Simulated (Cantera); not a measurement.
Feed: 1 mol CuO, 0.86 mol CH₄, 7.8 mol H₂, equilibrated at 2000 °C and 12.8 Torr.

Equilibrium computed with Cantera from the NASA thermochemical tables; the gas is ideal and each condensed phase is pure. Candidate condensed phases: C, C₆H₆, C₇H₈, C₈H₁₈, Cu, CuO, Cu(OH)₂, Cu₂O, H₂O; 113 gas species. Rates play no part.

Base state: H₂ 0.773, Cu 0.0853, CO 0.0732, H 0.0566, H₂O 0.0116, CO₂ 0.000199, OH 0.000132, Cu₂ 2.88e-5 (mole fractions); condensed: gas only.

Problem. What changes in the equilibrium state with this change: temperature from 2000 °C to 2050 °C?

Solution. 
```
species    before     after
-------  --------  --------
H₂          0.773     0.758
Cu         0.0853    0.0846
H          0.0566    0.0727
H₂O        0.0116    0.0115
CO         0.0732    0.0726
O         6.65e-6   1.19e-5
OH       0.000132  0.000183
Cu₂       2.88e-5   2.26e-5
```
